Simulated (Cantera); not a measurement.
A Cantera script and what it prints.

```python
import numpy as np
import cantera as ct

gas_names = """
    B BH BH2 BH3 BN BO BO2 B2 B2O B2O2 B2O3 B3O3H3 H HBO HBO2 HNO HNO2 HNO3 HO2 H2 H2O H2O2 H3B3O6 N NH
    NH2 NH3 NH2OH NO NO2 NO3 N2 N2H2 N2H4 N2O O OH O2 O3
""".split()
cond_names = """
    B(b) B(L) BN(s) B2O3(L) B3O3H3(cr) H2O(s) H2O(L)
""".split()


# ... load() reads the species with a 1 bar reference pressure and builds the phases ...
atoms = {
    'BN': {'B': 1, 'N': 1},
    'H2O': {'H': 2, 'O': 1},
    'N2': {'N': 2},
    'H2': {'H': 2},
}
top_T = {'BN(s)': 3200}  # K; cautious upper limits of use, not melting points


# ... equilibrate(T, P, feed) seeds the gas with the atoms and calls Mixture.equilibrate('TP', solver="vcs", rtol=1e-11, max_steps=5000) ...
results = []
feed = {'BN': 1, 'H2O': 1.7, 'N2': 2.4, 'H2': 3.7}  # mol
T = 2050  # K
P = 380  # Pa
mix = equilibrate(T, P, feed)
results.append((T, P, feed, dict(zip(mix.species_names, mix.species_moles))))
print(gas.report(threshold=0.001))
for i in range(1, mix.n_phases):
    print(f"{mix.phase(i).name:16s} {mix.phase_moles(i):12.5e} mol")
```

Result:

```
       temperature   2050 K
          pressure   380 Pa
           density   0.00032356 kg/m^3
  mean mol. weight   14.513 kg/kmol
   phase of matter   gas

                          1 kg             1 kmol
                     ---------------   ---------------
          enthalpy         1.277e+06        1.8533e+07  J
   internal energy        1.0254e+05        1.4882e+06  J
           entropy             19392        2.8145e+05  J/K
    Gibbs function       -3.8478e+07       -5.5843e+08  J
 heat capacity c_p            2656.1             38548  J/K
 heat capacity c_v            2083.2             30233  J/K

                      mass frac. Y      mole frac. X     chem. pot. / RT
                     ---------------   ---------------   ---------------
                BO          0.017739         0.0096028           -38.768
              B2O3          0.096063          0.020026           -103.58
                 H         0.0018902          0.027215           -12.868
               HBO          0.026708          0.013935           -51.636
              HBO2           0.13838          0.045835           -77.677
                H2          0.075964           0.54687           -25.736
               H2O          0.014692          0.011836           -51.777
                N2           0.62428           0.32342           -33.726
     [  +31 minor]         0.0042897         0.0012682

B(b)              0.00000e+00 mol
BN(s)             0.00000e+00 mol
B2O3(L)           0.00000e+00 mol
```

Cantera equilibrium calculation (NASA polynomials, part measured and part estimated; ideal gas, pure solids and liquids).
